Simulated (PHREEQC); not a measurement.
Copper plating or etch bath

A solution holds 0.0013 mol Cu(BF4)2 and 0.014 mol NaCl per kg of water, at 25 °C. Closed to the air; pH follows from the charge balance.

Equilibrium calculation in PHREEQC: ion-association model, wateq4f.dat.

Each row changes one thing in this solution. No solid was allowed to form.

| case | pH | ionic strength (mol/kgw) | SI of Halite (NaCl) |
|---|---|---|---|
| as made | 3.04 | 0.0188 | -5.41 |
| NaCl from 0.014 to 0.07 mol/kgw | ? | 0.0747 | -4.09 |
| 0.016 mol/kgw NaHSO4 added | 2.05 | 0.0526 | ? |
| diluted 100-fold with water | 4.17 | ? | -9.31 |
| Cu(BF4)2 left out | 7.00 | 0.0140 | ? |
| 0.005 mol/kgw H2SO4 added | 2.15 | 0.0284 | ? |

Q: What belongs in the gaps?

A: 
- NaCl from 0.014 to 0.07 mol/kgw, pH: 3.02
- 0.016 mol/kgw NaHSO4 added, SI of Halite (NaCl): -5.15
- diluted 100-fold with water, ionic strength (mol/kgw): 0.000247
- Cu(BF4)2 left out, SI of Halite (NaCl): -5.39
- 0.005 mol/kgw H2SO4 added, SI of Halite (NaCl): -5.43

Real BF4- forms and hydrolyses slowly; the run takes it at equilibrium.
